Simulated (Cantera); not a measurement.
Input: 1 mol Fe3O4, 7.2 mol CO, at 1000 °C and 20.0 mbar.

These are equilibrium values from Cantera (NASA tables, ideal gas, pure condensed phases), not measurements of a reactor. Candidate condensed phases: C, Fe, Fe(CO)5, FeO, Fe2O3, Fe3O4; 15 gas species. Mutual solubility and eutectic melting of coexisting phases are not modelled. The tables' stoichiometric FeO is somewhat more stable than real wüstite, so its field is too wide. FeO: taken at fixed stoichiometry. Rates play no part.

Base state: CO 0.840, CO2 0.160 (mole fractions); condensed: Fe(γ) + FeO(s).

**Question.** What changes in the equilibrium state with this change: temperature from 1000 °C to 2175 °C?

**Answer.** 
| species | before | after |
|---|---|---|
| CO | 0.840 | 0.526 |
| CO2 | 0.160 | 0.257 |
| Fe | 2.50e-8 | 0.175 |
| FeO | <1e-9 | 0.0247 |
| O2 | <1e-9 | 0.00928 |
| O | <1e-9 | 0.00760 |
| Fe(γ), mol | 0.149 | 0 |
| FeO(s), mol | 2.85 | 0 |
| FeO(l), mol | 0 | 1.17 |

**Question.** What changes in the equilibrium state with this change: temperature from 1000 °C to 2200 °C?

**Answer.** 
```json
[
 {"species": "CO", "before": "0.840", "after": "0.493"},
 {"species": "CO2", "before": "0.160", "after": "0.259"},
 {"species": "Fe", "before": "2.50e-8", "after": "0.193"},
 {"species": "FeO", "before": "<1e-9", "after": "0.0308"},
 {"species": "O2", "before": "<1e-9", "after": "0.0140"},
 {"species": "O", "before": "<1e-9", "after": "0.0106"},
 {"species": "Fe(γ), mol", "before": "0.149", "after": "0"},
 {"species": "FeO(s), mol", "before": "2.85", "after": "0"},
 {"species": "FeO(l), mol", "before": "0", "after": "0.856"}
]
```
